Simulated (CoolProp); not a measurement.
Aqueous magnesium chloride as a coolant, at 33 °C, 1 atm.

Model: Melinder's fits for secondary coolants, in CoolProp.

```json
[
 {"mass %": "1.4", "freezing point (°C)": "-0.9", "conductivity (W/(m K))": "0.615", "density (kg/m³)": "1006", "cp (kJ/(kg K))": "4.105", "viscosity (mPa s)": "0.836"},
 {"mass %": "4", "freezing point (°C)": "-2.3", "conductivity (W/(m K))": "0.610", "density (kg/m³)": "1028", "cp (kJ/(kg K))": "3.964", "viscosity (mPa s)": "0.889"},
 {"mass %": "6.6", "freezing point (°C)": "-4.3", "conductivity (W/(m K))": "0.605", "density (kg/m³)": "___", "cp (kJ/(kg K))": "3.818", "viscosity (mPa s)": "0.923"},
 {"mass %": "9.3", "freezing point (°C)": "-7.3", "conductivity (W/(m K))": "0.600", "density (kg/m³)": "1072", "cp (kJ/(kg K))": "3.667", "viscosity (mPa s)": "1.01"},
 {"mass %": "11.9", "freezing point (°C)": "-11.2", "conductivity (W/(m K))": "0.593", "density (kg/m³)": "1095", "cp (kJ/(kg K))": "3.529", "viscosity (mPa s)": "1.15"},
 {"mass %": "14.5", "freezing point (°C)": "-15.8", "conductivity (W/(m K))": "0.586", "density (kg/m³)": "___", "cp (kJ/(kg K))": "3.399", "viscosity (mPa s)": "1.31"},
 {"mass %": "17.2", "freezing point (°C)": "-21.5", "conductivity (W/(m K))": "0.578", "density (kg/m³)": "1143", "cp (kJ/(kg K))": "3.272", "viscosity (mPa s)": "1.48"},
 {"mass %": "19.8", "freezing point (°C)": "-28.1", "conductivity (W/(m K))": "0.570", "density (kg/m³)": "1167", "cp (kJ/(kg K))": "3.155", "viscosity (mPa s)": "1.75"},
 {"mass %": "22.4", "freezing point (°C)": "-37.0", "conductivity (W/(m K))": "___", "density (kg/m³)": "___", "cp (kJ/(kg K))": "3.032", "viscosity (mPa s)": "2.66"},
 {"mass %": "25.1", "freezing point (°C)": "-50.8", "conductivity (W/(m K))": "0.552", "density (kg/m³)": "1223", "cp (kJ/(kg K))": "2.881", "viscosity (mPa s)": "8.13"}
]
```

### Question
Fill in the missing entries.

### Answer

- 6.6, density (kg/m³): 1049
- 14.5, density (kg/m³): 1118
- 22.4, conductivity (W/(m K)): 0.562
- 22.4, density (kg/m³): 1193
